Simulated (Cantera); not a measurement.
Charge: 1 mol Pb, a varied amount of N₂, held at 1.00 bar.

These are equilibrium values from Cantera (NASA tables, ideal gas, pure condensed phases), not measurements of a reactor. Candidate condensed phases: Pb; 4 gas species. Rates play no part.

Task: What condenses at these points (T in K, n(N₂) in mol): (1198, 84); (598, 84); (598, 27); (1398, 16); (1598, 27)?

Result: 
```tsv
T (K)	n(N₂) in mol	condensed phases	Pb condensed (%)
1198	84	Pb	94.8
598	84	Pb	100.0
598	27	Pb	100.0
1398	16	Pb	86.2
1598	27	gas only	0.0
```
